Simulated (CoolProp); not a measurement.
A single-stage vapour-compression cycle with hydrogen sulfide: evaporating at 253.15 K (dew point), condensing at 295.15 K (bubble point), superheat 2 K, subcooling 2 K, compressor efficiency 0.6, no pressure losses. Each further row changes one setting.

Values from CoolProp's reference Helmholtz-energy equation of state, Lemmon 2006. It is a short technical equation, of lower accuracy than the large ones.

| case | cooling COP | pressure ratio | discharge temperature (K) | refrigerating effect (kJ/kg) | volumetric capacity (kJ/m³) |
|---|---|---|---|---|---|
| as stated | 3.00 | 3.43 | 395.3 | 412 | 3900 |
| evaporating temperature 258.15 K | 3.54 | 2.89 | 380.2 | 415 | 4600 |
| condensing temperature 290.15 K | 3.48 | 3.02 | 379.0 | 423 | 4000 |
| subcooling 7 K | 3.08 | 3.43 | 395.3 | 423 | 4000 |
| superheat 12 K | 2.93 | 3.43 | 411.2 | 423 | 3820 |
| compressor efficiency 0.5 | 2.50 | 3.43 | 419.4 | 412 | 3900 |
